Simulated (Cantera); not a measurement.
## Si + F2 + N2 (silicon etching in halogen gases)

Feed: 1 mol Si, 0.74 mol F2, 26 mol N2, at 1400 K and 0.0100 bar.

These are equilibrium values from Cantera (NASA tables, ideal gas, pure condensed phases), not measurements of a reactor. Candidate condensed phases: Si, Si3N4; 16 gas species. N2 is the only nitrogen source here; it is nearly inert below about 1500 K, so the nitride shown seldom forms there in practice. The tables' values for SiF3, SiF2 are old estimates; treat these amounts as uncertain. The numbers say what is thermodynamically allowed, not how fast it happens.

- x(N2) = 0.985
- x(SiF4) = 0.0130
- x(SiF3) = 0.00153
- x(SiF2) = 0.000123
- n(Si3N4(s)) = 0.206 mol
- gas amount = 25.97 mol
- log10 activity of Si(s) (absent) = -2.16
